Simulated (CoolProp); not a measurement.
Saturated liquid density (kg/m³) of R245fa: the reference equation beside estimates from Tc = 427.0 K, pc = 36.51 bar, ω = 0.378. Rackett uses Z = 0.29056 − 0.08775 ω.

Computed with CoolProp (reference Helmholtz-energy equation of state, Akasaka 2015).

```
T (K)  reference  Rackett  Peng-Robinson
-----  ---------  -------  -------------
269.5       1413     1486           1448
276.8       1395     1466           1430
284         1376     1445           1412
291.2       1357     1424           1392
298.5       1338     1403           1372
305.7       1318     1381           1350
312.9       1297     1358           1327
320.2       1276     1335           1303
327.4       1255     1311           1278
334.6       1232     1286           1251
341.9       1209     1260           1221
349.1       1185     1234           1191
356.3       1159     1206           1158
363.5       1132     1177           1123
370.8       1103     1145           1084
```

Absolute difference from the reference over all 15 rows, mean and median: Rackett 4.5 and 4.6 %, Peng-Robinson 1.8 and 2.1 %.
